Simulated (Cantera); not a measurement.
An isothermal, constant-pressure homogeneous reactor starts with CH₄ : H₂ = 1 : 19 (molar parts), at 1725 K and 12.0 Torr. Integrator tolerance rtol = 1e-08.

Detailed kinetics in Cantera: GRI-Mech 3.0 (53 species, 325 reactions). GRI-Mech 3.0 stops at C3 and has no aromatics, soot or wall deposition, so with more carbon than oxygen in the feed, carbon stays in small species such as C2H2 where larger ones or solid carbon would form. Radical loss at walls, strong at low pressure, is not modelled.

Problem. What does this change do: CH4 1 to 0.13 parts?

Solution. 
```tsv
quantity	before	after
x(CH₄) at 3.00 s	0.00376 (gas-phase equilibrium 0.000244)	0.00250 (gas-phase equilibrium 9.45e-5)
x(H₂) at 3.00 s	0.973 (gas-phase equilibrium 0.975)	0.994 (gas-phase equilibrium 0.995)
x(C₂H₂) at 3.00 s	0.0219 (gas-phase equilibrium 0.0237)	0.00209 (gas-phase equilibrium 0.00332)
x(CH₂) at 3.00 s	1.60e-7 (gas-phase equilibrium 1.17e-8)	1.07e-7 (gas-phase equilibrium 4.44e-9)
x(CH₃) at 3.00 s	0.000109 (gas-phase equilibrium 7.41e-6)	7.23e-5 (gas-phase equilibrium 2.84e-6)
```
